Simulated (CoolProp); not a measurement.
R1234ze(E) at several states: Z from the reference equation and from simpler models built on Tc = 382.5 K, pc = 3635 kPa, ω = 0.313; each cubic takes its own stable root.

Computed with CoolProp (reference Helmholtz-energy equation of state, Thol 2016).

| T (K) | p (kPa) | phase | reference | van der Waals | Redlich-Kwong | Peng-Robinson |
|---|---|---|---|---|---|---|
| 417.3 | 3460 | gas | 0.7131 | 0.7041 | 0.6985 | 0.6976 |
| 202.6 | 5690 | liquid | [?] | 0.4480 | 0.3059 | [?] |
| 215.3 | 1270 | liquid | [?] | 0.09770 | 0.06629 | 0.05693 |
| 308.8 | 497 | gas | 0.8886 | 0.9280 | [?] | 0.8922 |
| 205.9 | 86.3 | liquid | 0.004051 | 0.9701 | 0.004644 | [?] |
| 356.6 | 4860 | liquid | 0.1935 | [?] | 0.2335 | 0.2000 |

Question: What belongs in the gaps?

Answer: 
- 202.6, reference: 0.2683
- 202.6, Peng-Robinson: 0.2649
- 215.3, reference: 0.05790
- 308.8, Redlich-Kwong: 0.9083
- 205.9, Peng-Robinson: 0.003997
- 356.6, van der Waals: 0.3037

At some of these states van der Waals gives the other phase, because its saturation line lies elsewhere.
